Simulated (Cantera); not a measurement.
Input: 1 mol SiO2, 3.1 mol HF, 6.1 mol N2, at 1823 K and 1.50 mbar.

These are equilibrium values from Cantera (NASA tables, ideal gas, pure condensed phases), not measurements of a reactor. Candidate condensed phases: H2O, Si, SiO2, Si2N2O, Si3N4; 58 gas species. The tables' values for SiF3 are old estimates; treat these amounts as uncertain. The tables hold silica as quartz up to 1696 K and as liquid above; real silica turns to tridymite and cristobalite and melts near 1996 K. The numbers say what is thermodynamically allowed, not how fast it happens.

Base state: N2 0.665, HF 0.322, H2O 0.00698, SiF4 0.00387, H2 0.000648, O2 0.000343, H 0.000285, OH 0.000214 (mole fractions); condensed: SiO2(condensed).

What changes in the equilibrium state with this change: pressure from 1.50 mbar to 5.90 Pa?


```tsv
species	before	after
N2	0.665	0.654
HF	0.322	0.326
SiO	0.000211	0.00836
H2O	0.00698	0.00225
SiO2	5.91e-6	0.000150
O	7.22e-5	0.00118
O2	0.000343	0.00360
F	2.65e-5	0.000190
SiO2(condensed), mol	0.962	0.905
```
The tables' values for SiO2, SiF3 are old estimates; treat these amounts as uncertain.

What changes in the equilibrium state with this change: temperature from 1823 K to 1000 K?


| species | before | after |
|---|---|---|
| N2 | 0.665 | 0.676 |
| HF | 0.322 | 0.263 |
| H2O | 0.00698 | 0.0403 |
| SiF4 | 0.00387 | 0.0202 |
| H | 0.000285 | <1e-9 |
| SiO | 0.000211 | <1e-9 |
| SiF3 | 8.66e-5 | <1e-9 |
| SiO2(condensed), mol | 0.962 | 0 |
| SiO2(β-quartz), mol | 0 | 0.818 |
